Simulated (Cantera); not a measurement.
Feed: 1 mol Fe3O4, 7.9 mol CO, 3.9 mol N2, at 740000 Pa.

These are equilibrium values from Cantera (NASA tables, ideal gas, pure condensed phases), not measurements of a reactor. Candidate condensed phases: C, Fe, Fe(CO)5, FeO, Fe2O3, Fe3O4; 27 gas species. Mutual solubility and eutectic melting of coexisting phases are not modelled. The tables' stoichiometric FeO is somewhat more stable than real wüstite, so its field is too wide. FeO: taken at fixed stoichiometry. Rates play no part.

Q: Which condensed phases are stable at each of these points (T (°C)): 877, 1027, 1177, 1327, 1477, 1627, 1777?

A: 
| T (°C) | condensed phases | Fe condensed (%) |
|---|---|---|
| 877 | Fe(α) + FeO(s) | 100.0 |
| 1027 | Fe(γ) + FeO(s) | 100.0 |
| 1177 | Fe(γ) + FeO(s) | 100.0 |
| 1327 | Fe(γ) + FeO(s) | 100.0 |
| 1477 | FeO(l) | 100.0 |
| 1627 | FeO(l) | 100.0 |
| 1777 | FeO(l) | 100.0 |

At 877 °C the condensed part is Fe(α) + FeO(s). From 1027 °C to 1327 °C the condensed part is Fe(γ) + FeO(s). From 1477 °C to 1777 °C the condensed part is FeO(l).
